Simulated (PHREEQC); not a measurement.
## Hard or scaling water: an equilibrium model

Dissolve 26 mmol/kgw MgCl2, 0.041 mmol/kgw Na2HPO4 and 2.3 mmol/kgw KCl at 60 °C. Closed to the air; pH follows from the charge balance.

Model: ion-association model, wateq4f.dat, run in PHREEQC.

Each row changes one thing in this solution. No solid was allowed to form.

```
case                                           pH  HPO4-2 (mol/kgw)  H2PO4- (mol/kgw)  NaHPO4- (mol/kgw)  H3PO4 (mol/kgw)  SI of Halite (NaCl)
-------------------------------------------  ----  ----------------  ----------------  -----------------  ---------------  -------------------
as made                                      6.86           5.17e-6           4.67e-6           3.12e-10         1.07e-10                -7.23
MgCl2 replaced by RbCl at the same molality  7.71           3.53e-5           5.65e-6            2.89e-9         1.99e-11                -7.44
KCl from 0.0023 to 0.00345 mol/kgw           6.86           5.21e-6           4.67e-6           3.13e-10         1.07e-10                -7.22
Na2HPO4 from 4.1e-05 to 3.69e-05 mol/kgw     6.84           4.62e-6           4.37e-6           2.51e-10         1.05e-10                -7.27
Na2HPO4 from 4.1e-05 to 4.51e-05 mol/kgw     6.88           5.73e-6           4.95e-6           3.80e-10         1.09e-10                -7.18
Na2HPO4 from 4.1e-05 to 8.2e-06 mol/kgw      6.52           8.56e-7           1.70e-6           1.03e-11         8.57e-11                -7.92
KCl left out                                 6.86           5.10e-6           4.65e-6           3.10e-10         1.08e-10                -7.24
```

Species that the database lacks are ignored. H3PO4, which wateq4f.dat lacks, is added to it with the constant of phreeqc.dat. Away from 25 °C the constants follow the database's enthalpies or fits; those with neither stay at their 25 °C values.
